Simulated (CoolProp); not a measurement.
Properties of nitrous oxide along the isotherm 41.85 °C (Tc = 36.4 °C, pc = 72.45 bar, ω = 0.161).

The numbers come from the reference Helmholtz-energy equation of state, Lemmon 2006 in CoolProp. It is a short technical equation, of lower accuracy than the large ones.

| p (bar) | phase | density (kg/m³) | fugacity coefficient |
|---|---|---|---|
| 36.2 | gas | 74.66 | 0.8409 |
| 72.4 | gas | 238.4 | 0.6833 |
| 109 | supercritical | 705.8 | 0.5131 |
| 145 | supercritical | 772.4 | 0.4185 |
| 181 | supercritical | 812.4 | 0.3618 |
| 217 | supercritical | 842.0 | 0.3247 |
| 254 | supercritical | 866.5 | 0.2983 |
| 290 | supercritical | 886.7 | 0.2799 |
| 326 | supercritical | 904.2 | 0.2664 |
| 362 | supercritical | 919.8 | 0.2564 |
